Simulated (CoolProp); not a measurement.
CF4 (R14) along the isobar 9860 kPa: fugacity coefficient from the reference equation and from simpler models built on Tc = -45.8 °C, pc = 3762 kPa, ω = 0.178; each cubic takes its own stable root.

Values from CoolProp's reference Helmholtz-energy equation of state, Platzer 1990. This equation is an older, rougher fit; its heat capacities, sound speeds and derivatives of the liquid may be far off and weren't checked against measurements.

| T (°C) | phase | reference |
|---|---|---|
| -49.85 | liquid | 0.3067 |
| -20.75 | supercritical | 0.4887 |
| 8.35 | supercritical | 0.6406 |
| 37.45 | supercritical | 0.7470 |
| 66.65 | supercritical | 0.8234 |
| 95.75 | supercritical | 0.8798 |
| 124.85 | supercritical | 0.9227 |
| 154.05 | supercritical | 0.9560 |
| 183.15 | supercritical | 0.9819 |

Task: How far does each simpler model (van der Waals, Redlich-Kwong, Soave-Redlich-Kwong) lie from the reference over these 9 states: mean and median of the absolute difference, and the worst?

Result: 
- van der Waals: mean 8.1 %, median 7.9 %, worst +19.3 % at -49.85 °C and 9860 kPa
- Redlich-Kwong: mean 3.9 %, median 4.3 %, worst -4.8 % at 183.15 °C and 9860 kPa
- Soave-Redlich-Kwong: mean 2.6 %, median 2.8 %, worst +3.6 % at -49.85 °C and 9860 kPa
